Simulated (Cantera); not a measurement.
Input: 1 mol HMDSO, 3.6 mol N2O, 62 mol N2, equilibrated at 0.133 bar.

Equilibrium computed with Cantera from the NASA thermochemical tables; the gas is ideal and each condensed phase is pure. Candidate condensed phases: C, C6H6, C7H8, C8H18, H2O, Si, SiC, SiO2, Si2N2O, Si3N4; 151 gas species. The feed counts by its element totals alone. Mutual solubility and eutectic melting of coexisting phases are not modelled. Equilibrium is a limit: real reactors are often held back by kinetics, nucleation or transport.

**Question.** Which condensed phases are stable at each of these points (T (°C)): 427, 527, 627, 727, 827, 927, 1027, 1127, 1227, 1327, 1427?

**Answer.** 
| T (°C) | condensed phases | Si condensed (%) |
|---|---|---|
| 427 | C(graphite) + SiO2(α-quartz) | 100.0 |
| 527 | C(graphite) + SiO2(α-quartz) | 100.0 |
| 627 | C(graphite) + SiO2(β-quartz) | 100.0 |
| 727 | C(graphite) + SiO2(β-quartz) | 100.0 |
| 827 | C(graphite) + SiO2(β-quartz) + Si2N2O(s) | 100.0 |
| 927 | C(graphite) + Si2N2O(s) | 100.0 |
| 1027 | C(graphite) + Si2N2O(s) | 100.0 |
| 1127 | C(graphite) + Si2N2O(s) | 100.0 |
| 1227 | C(graphite) + Si2N2O(s) | 100.0 |
| 1327 | C(graphite) + Si2N2O(s) | 99.8 |
| 1427 | SiC(s) + Si2N2O(s) | 98.6 |

From 427 °C to 527 °C the condensed part is C(graphite) + SiO2(α-quartz). From 627 °C to 727 °C the condensed part is C(graphite) + SiO2(β-quartz). At 827 °C the condensed part is C(graphite) + SiO2(β-quartz) + Si2N2O(s). From 927 °C to 1327 °C the condensed part is C(graphite) + Si2N2O(s). At 1427 °C the condensed part is SiC(s) + Si2N2O(s).
